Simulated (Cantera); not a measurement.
A perfectly stirred reactor is fed with CH4 : H2 : O2 : N2 = 1 : 0.47 : 1.49 : 5.6 (molar parts), equivalence ratio 1.5, at 7500 Torr; it is adiabatic with a 800 K inlet, and is followed from long to short residence time, starting on the burning branch (τ in s: 0.026, 0.015, 0.0089, 0.0052, 0.0031, 0.0018, 0.0011, 0.00062, 0.00036, 0.00021, 0.00013, 7.3e-05, 4.3e-05).

Detailed kinetics in Cantera: GRI-Mech 3.0 (53 species, 325 reactions).

Question: Predict: blow-out, bracketed by the residence times tried; x(CH4) at τ = 26.0 ms; x(H2) at τ = 26.0 ms; x(O2) at τ = 26.0 ms; x(HO2) at τ = 26.0 ms; x(C2H2) at τ = 26.0 ms; x(CH4) at τ = 1.10 ms; x(H2) at τ = 1.10 ms; x(O2) at τ = 1.10 ms; x(HO2) at τ = 1.10 ms; x(C2H2) at τ = 1.10 ms.

Answer: 
```json
{
 "blow_out_bracketed_by_the_residence_times_tried": "burning at 43.0 µs, the shortest tried",
 "x(CH4) at τ = 26.0 ms": "8.14e-5",
 "x(H2) at τ = 26.0 ms": "0.0844",
 "x(O2) at τ = 26.0 ms": "3.06e-5",
 "x(HO2) at τ = 26.0 ms": "1.78e-8",
 "x(C2H2) at τ = 26.0 ms": "1.72e-6",
 "x(CH4) at τ = 1.10 ms": "0.00102",
 "x(H2) at τ = 1.10 ms": "0.0812",
 "x(O2) at τ = 1.10 ms": "0.000533",
 "x(HO2) at τ = 1.10 ms": "2.83e-7",
 "x(C2H2) at τ = 1.10 ms": "0.000234"
}
```
